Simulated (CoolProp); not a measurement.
A simple Rankine cycle with ethanol: condensing at 288.15 K, boiler at 4.12 MPa, turbine inlet 492.5 K, turbine efficiency 0.65, pump efficiency 0.8, no recuperator. Each further row changes one setting.

Computed with CoolProp (reference Helmholtz-energy equation of state, Schroeder 2014).

| case | thermal efficiency (%) | net work (kJ/kg) | heat in (kJ/kg) | turbine exit temperature (K) | volume ratio over the turbine |
|---|---|---|---|---|---|
| as stated | 20.7 | … | 1120 | 288.2 | 826 |
| turbine inlet 512.5 K | 21.2 | 255 | 1200 | … | 747 |
| condensing temperature 280.15 K | … | … | 1140 | 280.1 | … |
| boiler pressure 2.88 MPa | 20.5 | 243 | … | 298.0 | … |
| turbine efficiency 0.55 | 17.4 | 195 | 1120 | 288.2 | … |

**Question.** Complete the blanks.

**Answer.** 
- as stated, net work (kJ/kg): 232
- turbine inlet 512.5 K, turbine exit temperature (K): 299.0
- condensing temperature 280.15 K, thermal efficiency (%): 21.6
- condensing temperature 280.15 K, net work (kJ/kg): 246
- condensing temperature 280.15 K, volume ratio over the turbine: 1340
- boiler pressure 2.88 MPa, heat in (kJ/kg): 1190
- boiler pressure 2.88 MPa, volume ratio over the turbine: 507
- turbine efficiency 0.55, volume ratio over the turbine: 860

The expansion ends wet for: as stated; condensing temperature 280.15 K; turbine efficiency 0.55.
